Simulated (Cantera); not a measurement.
A perfectly stirred reactor is fed with 3.47 % CH₄, 96.5 % H₂, at 29000 Pa; it is held at 1650 K, and followed from long to short residence time.

Computed with Cantera and GRI-Mech 3.0 (53 species, 325 reactions). GRI-Mech 3.0 stops at C3 and has no aromatics, soot or wall deposition, so with more carbon than oxygen in the feed, carbon stays in small species such as C2H2 where larger ones or solid carbon would form.

Problem. Predict: x(CH₄) at τ = 9.60 s; x(H₂) at τ = 9.60 s; x(CH₂) at τ = 9.60 s; x(H) at τ = 9.60 s; x(C₂H₄) at τ = 9.60 s; x(CH₄) at τ = 0.190 s; x(H₂) at τ = 0.190 s; x(CH₂) at τ = 0.190 s; x(H) at τ = 0.190 s; x(C₂H₄) at τ = 0.190 s.

Solution. 
```
Item                       Value
----------------------  --------
x(CH₄) at τ = 9.60 s     0.00963
x(H₂) at τ = 9.60 s        0.978
x(CH₂) at τ = 9.60 s     5.49e-9
x(H) at τ = 9.60 s      0.000166
x(C₂H₄) at τ = 9.60 s   0.000245
x(CH₄) at τ = 0.190 s     0.0284
x(H₂) at τ = 0.190 s       0.968
x(CH₂) at τ = 0.190 s    1.44e-8
x(H) at τ = 0.190 s     0.000157
x(C₂H₄) at τ = 0.190 s   9.04e-5
```
